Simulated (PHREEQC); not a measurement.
Nickel, zinc or cadmium bath (model solution)

Dissolve 14 mmol/kgw CdCl2 and 7.5 mmol/kgw HCl at 32 °C. Closed to the air; pH follows from the charge balance.

Computed with PHREEQC (ion-association model, phreeqc.dat).

Precipitation was switched off in this run.

Task: Predict the pH, ionic strength.

Result: pH 2.19; ionic strength 0.0324 mol/kgw.

Task: In which forms is Cd present?

Result: CdCl+ 54 %, Cd+2 41 %, CdCl2 4.3 % of the Cd.
